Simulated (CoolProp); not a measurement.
Vapour-liquid equilibrium of acetone (1) + water (2) at 0.0848 MPa; x and y are mole fractions of (1).

Model: multi-fluid Helmholtz-energy mixture model, Lemmon 2006 and Wagner 2002; pair parameters Bell 2016, in CoolProp.

Task: Give the bubble temperature and the first vapour's composition at x = 0.35, 0.5, 0.8. Is there an azeotrope?

Result: x = 0.35: 328.9 K, y = 0.832; x = 0.5: 328.6 K, y = 0.835; x = 0.8: 326.3 K, y = 0.894. No azeotrope shows between x = 0.05 and 0.95.

The pair parameters rest on a limited set of measurements; away from them the model extrapolates. With so large a gap from Raoult's law the liquid may split in two, which this calculation doesn't test in full.
